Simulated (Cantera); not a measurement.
A closed system holds: 1 mol SiHCl3, a varied amount of C2H4, 880 mol H2, at 1873 K and 133 Pa.

Points: n(C2H4) (mol) = 0.0091, 0.013, 0.019, 0.027, 0.039, 0.057, 0.081, 0.12, 0.17, 0.24, 0.35, 0.5.

Cantera's Mixture.equilibrate('TP', solver="vcs", rtol=1e-11, max_steps=5000) on the NASA tables stopped like this:

```
ERROR: FAILURE its = 5001!

*******************************************************************************
CanteraError thrown by MultiPhase::equilibrate:
VCS solver failed. Return code: -1
*******************************************************************************
```

Task: What got this run through?

Result: This is not unique; one that fits is The failure is numerical, not chemical. The same input converged with solver="gibbs", rtol=1e-10, max_steps=50000, and the result passed a check of the equilibrium conditions:
```
log10 of partial pressures in bar; condensed amounts in mol
   n(C2H4)        H2         H       HCL        Si C2H2,acet        CL       SiH      Si2C    SiC(b)
    0.0091    -2.885    -4.633    -5.356    -5.856    -8.184    -7.224    -7.329    -7.887         0
     0.013    -2.885    -4.633    -5.356    -5.858    -7.981    -7.224    -7.331    -7.790         0
     0.019    -2.885    -4.633    -5.356    -5.861    -7.773    -7.224    -7.334    -7.691         0
     0.027    -2.885    -4.633    -5.356    -5.867    -7.724    -7.224    -7.340    -7.679   0.01274
     0.039    -2.885    -4.633    -5.356    -5.877    -7.704    -7.224    -7.350    -7.689   0.03579
     0.057    -2.885    -4.633    -5.356    -5.893    -7.672    -7.224    -7.366    -7.705   0.07021
     0.081    -2.885    -4.633    -5.356    -5.914    -7.629    -7.224    -7.387    -7.727    0.1157
      0.12    -2.885    -4.632    -5.355    -5.952    -7.554    -7.224    -7.425    -7.764    0.1886
      0.17    -2.885    -4.632    -5.355    -6.004    -7.450    -7.224    -7.477    -7.816    0.2796
      0.24    -2.885    -4.632    -5.355    -6.083    -7.291    -7.223    -7.556    -7.895    0.3998
      0.35    -2.884    -4.632    -5.355    -6.220    -7.018    -7.223    -7.693    -8.032    0.5609
       0.5    -2.884    -4.632    -5.354    -6.393    -6.671    -7.223    -7.866    -8.205    0.7038
```

The gas is ideal and each condensed phase is pure.
